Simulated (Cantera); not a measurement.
Charge: 1 mol PbO, 0.95 mol CO, 3.6 mol N₂, held at 675 °C and 1.20 bar.

These are equilibrium values from Cantera (NASA tables, ideal gas, pure condensed phases), not measurements of a reactor. Candidate condensed phases: C, Pb, PbO, PbO₂, Pb₃O₄; 27 gas species. Rates play no part.

Base state: N₂ 0.791, CO₂ 0.209, CO 1.40e-5 (mole fractions); condensed: Pb(l) + PbO(yellow).

Question: What changes in the equilibrium state with this change: CO from 0.95 to 0.18 mol?

Answer: 
```
species            before    after
----------------  -------  -------
N₂                  0.791    0.952
CO₂                 0.209   0.0476
CO                1.40e-5  3.19e-6
Pb(l), mol          0.950    0.180
PbO(yellow), mol   0.0501    0.820
```
